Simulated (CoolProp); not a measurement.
Computed with CoolProp (reference Helmholtz-energy equation of state, de Reuck 1990).

Q: Give the vapour pressure (MPa), liquid density (kg/m³), enthalpy of vaporisation (kJ/kg), liquid cp (kJ/(kg K)) of saturated fluorine at 73.5, 96.3 K.

A: 
```
T (K)  p (MPa)  liquid density (kg/m³)  enthalpy of vaporisation (kJ/kg)  liquid cp (kJ/(kg K))
-----  -------  ----------------------  --------------------------------  ---------------------
73.5    0.0215                    1580                               184                   1.48
96.3     0.313                    1420                               163                   1.56
```
